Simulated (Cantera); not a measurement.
**Adiabatic ignition**

An adiabatic, constant-pressure homogeneous reactor starts with CO : H2 : O2 : N2 = 1 : 0.077 : 0.332 : 1.25 (molar parts), equivalence ratio 1.6, at 975 K and 280000 Pa.

Computed with Cantera and GRI-Mech 3.0 (53 species, 325 reactions). The hydrogen kinetics of GRI-Mech 3.0 are dated; newer H2 mechanisms differ, most at raised pressure.

| t (s) | T (K) | x CO | x H2 | x O2 | x NO2 | x OH |
|---|---|---|---|---|---|---|
| 1.00e-5 | 975 | 0.376 | 0.0290 | 0.125 | <1e-12 | 2.66e-11 |
| 2.46e-5 | 975 | 0.376 | 0.0290 | 0.125 | <1e-12 | 4.40e-11 |
| 6.05e-5 | 975 | 0.376 | 0.0290 | 0.125 | <1e-12 | 7.58e-11 |
| 0.000149 | 975 | 0.376 | 0.0290 | 0.125 | <1e-12 | 1.78e-10 |
| 0.000366 | 975 | 0.376 | 0.0290 | 0.125 | <1e-12 | 7.17e-10 |
| 0.000902 | 975 | 0.376 | 0.0290 | 0.125 | <1e-12 | 1.01e-8 |
| 0.00222 | 984 | 0.375 | 0.0287 | 0.124 | <1e-12 | 2.74e-7 |
| 0.00546 | 2709 | 0.189 | 0.00316 | 0.00577 | 5.75e-7 | 0.00427 |
| 0.0134 | 2703 | 0.190 | 0.00318 | 0.00544 | 8.31e-7 | 0.00416 |
| 0.0330 | 2703 | 0.190 | 0.00318 | 0.00544 | 8.32e-7 | 0.00416 |
| 0.0813 | 2703 | 0.190 | 0.00318 | 0.00544 | 8.32e-7 | 0.00416 |
| 0.200 | 2703 | 0.190 | 0.00318 | 0.00544 | 8.32e-7 | 0.00416 |
x: mole fraction; the columns are a selection and need not sum to one.

```yaml
time_of_steepest_temperature_rise: 3.90 ms
temperature at 0.200 s: 2703 K
equilibrium_temperature: 2703 K
x(CO) at 0.200 s: 0.190 (gas-phase equilibrium 0.190)
x(H2) at 0.200 s: 0.00318 (gas-phase equilibrium 0.00318)
x(O2) at 0.200 s: 0.00544 (gas-phase equilibrium 0.00544)
```
